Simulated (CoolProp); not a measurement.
n-nonane at several states: fugacity coefficient from the reference equation and from simpler models built on Tc = 321.4 °C, pc = 2.282 MPa, ω = 0.443; each cubic takes its own stable root.

The numbers come from the reference Helmholtz-energy equation of state, Lemmon 2006 in CoolProp. It is a short technical equation, of lower accuracy than the large ones.

```json
[
 {"T (°C)": "115.55", "p (MPa)": "10.7", "phase": "liquid", "reference": "0.006280"},
 {"T (°C)": "19.25", "p (MPa)": "0.428", "phase": "liquid", "reference": "0.0009651"},
 {"T (°C)": "238.65", "p (MPa)": "2.75", "phase": "liquid", "reference": "0.2221"},
 {"T (°C)": "27.35", "p (MPa)": "0.0533", "phase": "liquid", "reference": "0.01264"},
 {"T (°C)": "319.95", "p (MPa)": "8.68", "phase": "liquid", "reference": "0.2495"},
 {"T (°C)": "307.05", "p (MPa)": "0.504", "phase": "gas", "reference": "0.9161"}
]
```

How far does each simpler model (van der Waals, Redlich-Kwong, Soave-Redlich-Kwong, Peng-Robinson) lie from the reference over these 6 states: mean and median of the absolute difference, and the worst?


- van der Waals: mean 3772.9 %, median 633.5 %, worst +13784.6 % at 19.25 °C and 0.428 MPa
- Redlich-Kwong: mean 333.4 %, median 138.6 %, worst +923.6 % at 19.25 °C and 0.428 MPa
- Soave-Redlich-Kwong: mean 5.5 %, median 3.9 %, worst +12.7 % at 319.95 °C and 8.68 MPa
- Peng-Robinson: mean 5.0 %, median 3.7 %, worst +11.2 % at 19.25 °C and 0.428 MPa

At some of these states van der Waals gives the other phase, because its saturation line lies elsewhere.
